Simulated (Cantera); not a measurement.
# Reactions in the system Cl-Li-N-O

Source: NASA polynomial tables (part measured, part estimated), evaluated in Cantera. Values are per mole of reaction as written; species without (g) are pure solids or liquids, kept so even where they would boil at 1 bar.

2 NO2(g) + 6 LiCl ⇌ 3 Li2O + N2O(g) + 3 Cl2(g)

```csv
T (K),ΔH° (kJ),ΔS° (J/K),ΔG° (kJ),log10 K
300,666.5,166.5,616.6,-107.35
473,658.0,143.8,590.0,-65.15
498,656.9,141.5,586.4,-61.51
523,655.8,139.4,582.9,-58.21
548,654.7,137.3,579.4,-55.23
573,653.5,135.3,576.0,-52.51
598,652.4,133.3,572.7,-50.02
623,651.2,131.4,569.4,-47.74
648,650.0,129.5,566.1,-45.63
673,648.8,127.7,562.9,-43.69
698,647.6,125.9,559.7,-41.89
723,646.3,124.1,556.6,-40.21
```
